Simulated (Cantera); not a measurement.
Input: 1 mol CaO, 27 mol Cl₂, 9.8 mol N₂, at 1373.15 K.

These are equilibrium values from Cantera (NASA tables, ideal gas, pure condensed phases), not measurements of a reactor. Candidate condensed phases: Ca, CaCl₂, CaO; 17 gas species. Condensed phases not in the tables: oxide chlorides. Kinetics and transport are ignored.

Task: What share of the Ca ends up in condensed phases as a function of P (Pa), at 1, 3.60, 13, 46, 170, 600, 2200, 7700, 28000, 100000?

Result: 
```tsv
P (Pa)	Ca condensed (%)	as
1	0.0	-
3.60	0.0	-
13	0.0	-
46	0.0	-
170	0.0	-
600	0.0	-
2200	61.1	CaCl₂(l)
7700	89.3	CaCl₂(l)
28000	97.1	CaCl₂(l)
100000	99.2	CaCl₂(l)
```
